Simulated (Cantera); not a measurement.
An adiabatic, constant-volume homogeneous reactor starts with 5.68 % CH4, 0.182 % CO, 19.8 % O2, 74.4 % N2, equivalence ratio 0.58, at 1498 K and 19.0 bar.

Computed with Cantera and GRI-Mech 3.0 (53 species, 325 reactions). The pressure lies above the range GRI-Mech 3.0 was tuned for (to about 10 atm).

One state of this run: T (K) = 2822; P (bar) = 36.1; x CH4 = <1e-12; x CO = 0.00524; x O2 = 0.0794; x NO2 = 1.13e-5; x C2H2 = <1e-12; x HCO = 1.00e-8. x: mole fraction; the columns are a selection and need not sum to one.

Problem. Which value of t (s) does it belong to?
A. 1.46e-5
B. 0.0271
C. 0.00316
D. 0.000126

Solution. D, 0.000126
